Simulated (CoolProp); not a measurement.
Values from CoolProp's reference Helmholtz-energy equation of state, Lemmon 2006. It is a short technical equation, of lower accuracy than the large ones.

Q: For R142b, give the phase and the speed of sound (m/s), expansivity (1/kK), fugacity coefficient at 233.2 K and 6.24 MPa.

A: 
- 233.2 K and 6.24 MPa: liquid; speed of sound 966, expansivity 1.61, fugacity coefficient 0.00486
